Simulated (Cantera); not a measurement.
Charge: 1 mol SiH₄, 0.034 mol HCl, 130 mol H₂, equilibrated at 330 Torr.

These are equilibrium values from Cantera (NASA tables, ideal gas, pure condensed phases), not measurements of a reactor. Candidate condensed phases: Si; 19 gas species. Gases not in the tables: Si₂H₆ and higher silanes. Kinetics and transport are ignored.

log p: log10 of the partial pressure in bar; n: condensed amount in mol.

```csv
T (°C),log p H₂,log p H,log p Si,log p SiH,n Si(s),n Si(l)
875,-0.36,-7.32,<-12,-11.59,1.000,0
975,-0.36,-6.51,?,-10.24,1.000,0
1075,-0.36,-5.81,?,-9.10,1.000,0
1175,-0.36,-5.21,?,-8.11,1.000,0
1275,-0.36,-4.69,?,-7.25,1.000,0
1375,-0.36,-4.23,?,-6.50,0.999,0
1475,-0.36,-3.82,?,-5.89,0,0.996
1575,-0.36,-3.45,?,-5.38,0,0.991
1675,-0.36,-3.13,?,-4.93,0,0.979
1775,-0.36,-2.83,?,-4.52,0,0.949
1875,-0.36,-2.56,?,-4.15,0,0.879
1975,-0.36,-2.32,?,-3.81,0,0.720
2075,-0.37,-2.09,?,-3.50,0,0.377
2175,-0.37,-1.89,?,-3.34,0,0
```

Q: Fill in the missing entries.

A: 
- 975, log p Si: -11.11
- 1075, log p Si: -9.73
- 1175, log p Si: -8.53
- 1275, log p Si: -7.50
- 1375, log p Si: -6.59
- 1475, log p Si: -5.84
- 1575, log p Si: -5.20
- 1675, log p Si: -4.63
- 1775, log p Si: -4.12
- 1875, log p Si: -3.66
- 1975, log p Si: -3.24
- 2075, log p Si: -2.85
- 2175, log p Si: -2.62
